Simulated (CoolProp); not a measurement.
Vapour-liquid equilibrium of R134a (1) + R123 (2) at 0.403 MPa; x and y are mole fractions of (1).

Model: multi-fluid Helmholtz-energy mixture model, Tillner-Roth 1994 and Younglove 1994; pair parameters Bell 2016, in CoolProp.

| x | bubble temperature, mixture model (K) | bubble temperature, Raoult's law (K) | y, mixture model | y, Raoult's law |
|---|---|---|---|---|
| 0.05 | (withheld) | 337.8 | (withheld) | 0.232 |
| 0.2 | (withheld) | 320.5 | 0.612 | 0.612 |
| 0.35 | (withheld) | 308.8 | 0.778 | 0.785 |
| 0.5 | 297.6 | 300.2 | (withheld) | 0.878 |
| 0.65 | (withheld) | 293.5 | (withheld) | 0.933 |
| 0.8 | (withheld) | 288.1 | 0.953 | 0.969 |
| 0.95 | 283.6 | 283.6 | 0.988 | 0.994 |

Question: What belongs in the gaps?

Answer: 
- 0.05, bubble temperature, mixture model (K): 337.0
- 0.05, y, mixture model: 0.228
- 0.2, bubble temperature, mixture model (K): 317.7
- 0.35, bubble temperature, mixture model (K): 305.6
- 0.5, y, mixture model: 0.862
- 0.65, bubble temperature, mixture model (K): 292.0
- 0.65, y, mixture model: 0.914
- 0.8, bubble temperature, mixture model (K): 287.5

The largest gap from Raoult's law is -3.2 K in bubble temperature, at x = 0.35. No azeotrope shows between x = 0.05 and 0.95.

Pair parameters are fitted to limited data, so mixtures are less certain than the pure fluids.
